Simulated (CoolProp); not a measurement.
Methane at 596.91 K and 0.329 MPa flows at 0.6 m/s in a round tube of 2 mm bore and 15 µm roughness, fully developed (64/Re and Nu = 3.66 if laminar; Colebrook and Gnielinski if turbulent). Each further row changes one setting.

Values from CoolProp's reference Helmholtz-energy equation of state, Setzmann 1991.

```json
[
 {"case": "as stated", "Reynolds number": "(withheld)", "Darcy friction factor": "(withheld)", "pressure drop (Pa/m)": "(withheld)", "heat-transfer coefficient (W/(m² K))": "162", "mass flow (kg/h)": "0.00721"},
 {"case": "velocity 1.2 m/s", "Reynolds number": "131", "Darcy friction factor": "0.488", "pressure drop (Pa/m)": "187", "heat-transfer coefficient (W/(m² K))": "162", "mass flow (kg/h)": "(withheld)"},
 {"case": "diameter 4 mm", "Reynolds number": "131", "Darcy friction factor": "0.488", "pressure drop (Pa/m)": "(withheld)", "heat-transfer coefficient (W/(m² K))": "(withheld)", "mass flow (kg/h)": "(withheld)"}
]
```

Task: Some entries are withheld; supply them.

Result: 
- as stated, Reynolds number: 65.6
- as stated, Darcy friction factor: 0.976
- as stated, pressure drop (Pa/m): 93.3
- velocity 1.2 m/s, mass flow (kg/h): 0.0144
- diameter 4 mm, pressure drop (Pa/m): 23.3
- diameter 4 mm, heat-transfer coefficient (W/(m² K)): 80.8
- diameter 4 mm, mass flow (kg/h): 0.0289

Viscosity comes from a separate model (Quiñones-Cisneros 2006). Thermal conductivity comes from a separate model (Friend 1989).
